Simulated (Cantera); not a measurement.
What does this Cantera script print?

```python
import numpy as np
import cantera as ct

gas = ct.Solution("gri30.yaml")
gas.TPX = 650, 650000, {'C2H4': 1, 'O2': 4.84, 'N2': 17.9, 'CO2': 0.51}
inlet = ct.Reservoir(gas, clone=True)
gas.equilibrate("HP")  # start burning
reactor = ct.IdealGasConstPressureReactor(gas, energy="on", clone=False)
exhaust = ct.Reservoir(gas, clone=True)
tau = [0.036, 0.021, 0.013, 0.0073, 0.0043, 0.0025, 0.0015, 0.00087, 0.00051, 0.0003, 0.00017, 0.0001, 6e-05][0]
for a, b in ((inlet, reactor), (reactor, exhaust)):
    ct.MassFlowController(a, b, mdot=lambda t: reactor.mass / tau)
net = ct.ReactorNet([reactor])
show = ['C2H4', 'O2', 'CO2', 'H2O', 'O', 'H2']

rows = []
print(f"{'tau/s':>10s}{'T/K':>9s}" + "".join(f"{s:>11s}" for s in show))
for tau in [0.036, 0.021, 0.013, 0.0073, 0.0043, 0.0025, 0.0015, 0.00087, 0.00051, 0.0003, 0.00017, 0.0001, 6e-05]:
    net.initial_time = 0.0
    net.advance(30 * tau)
    before = gas.X
    net.advance(40 * tau)
    drift = np.max(np.abs(gas.X - before) / (gas.X + 1e-9))
    rows.append([gas.T, *gas[show].X, drift])
    print(f"{tau:10.3e}{gas.T:9.1f}" + "".join(f"{x:11.3e}" for x in gas[show].X))
```

Result:

```
     tau/s      T/K       C2H4         O2        CO2        H2O          O         H2
 3.600e-02   2091.6  1.738e-06  7.545e-02  1.028e-01  8.156e-02  1.689e-04  8.078e-05
 2.100e-02   2090.6  2.817e-06  7.556e-02  1.027e-01  8.150e-02  1.864e-04  9.046e-05
 1.300e-02   2089.1  4.243e-06  7.564e-02  1.026e-01  8.143e-02  2.107e-04  1.038e-04
 7.300e-03   2086.2  6.741e-06  7.576e-02  1.023e-01  8.129e-02  2.565e-04  1.287e-04
 4.300e-03   2082.1  1.001e-05  7.589e-02  1.019e-01  8.112e-02  3.214e-04  1.636e-04
 2.500e-03   2076.0  1.463e-05  7.607e-02  1.013e-01  8.087e-02  4.193e-04  2.158e-04
 1.500e-03   2068.2  2.057e-05  7.631e-02  1.005e-01  8.058e-02  5.499e-04  2.849e-04
 8.700e-04   2056.8  2.924e-05  7.669e-02  9.940e-02  8.017e-02  7.414e-04  3.862e-04
 5.100e-04   2041.8  4.109e-05  7.722e-02  9.789e-02  7.968e-02  9.931e-04  5.197e-04
 3.000e-04   2022.2  5.779e-05  7.797e-02  9.587e-02  7.908e-02  1.315e-03  6.928e-04
 1.700e-04   1994.7  8.425e-05  7.912e-02  9.297e-02  7.831e-02  1.741e-03  9.291e-04
 1.000e-04   1961.4  1.225e-04  8.065e-02  8.938e-02  7.745e-02  2.198e-03  1.201e-03
 6.000e-05   1920.6  1.820e-04  8.273e-02  8.484e-02  7.649e-02  2.642e-03  1.513e-03
```

Model: GRI-Mech 3.0 (53 species, 325 reactions), integrated in Cantera. GRI-Mech 3.0 was tuned for natural gas; its chemistry of ethylene as a main component is partial and can be far from experiment.
